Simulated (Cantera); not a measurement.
Input: 1 mol AlN, 1.1 mol HCl, 38 mol H₂, equilibrated at 1823.15 K and 100 Torr.

Equilibrium computed with Cantera from the NASA thermochemical tables; the gas is ideal and each condensed phase is pure. Candidate condensed phases: Al, AlCl₃, AlN, NH₄Cl; 20 gas species. The tables' values for AlCl₂ are old estimates; treat these amounts as uncertain. Rates play no part.

Base state: H₂ 0.960, AlCl 0.0232, N₂ 0.0118, HCl 0.00360, H 0.00116, AlCl₂ 0.000285, Al 9.72e-5, AlH 1.49e-5 (mole fractions); condensed: AlN(s).

Task: What changes in the equilibrium state with this change: AlN replaced by Si₃N₄?

Result: 
```csv
species,before,after
H₂,0.960,0.925
N₂,0.0118,0.0486
HCl,0.00360,0.0232
AlCl,0.0232,0
SiCl₂,0,0.00174
AlCl₂,0.000285,0
Al,9.72e-5,0
Si,0,3.32e-5
SiH₂,0,3.25e-5
SiCl,0,2.21e-5
"AlN(s), mol",0.0523,0
"Si(l), mol",0,2.92
```
The tables' values for SiCl are old estimates; treat these amounts as uncertain. Gases not in the tables: Si₂H₆ and higher silanes. Further candidate phases: Si, Si₃N₄.
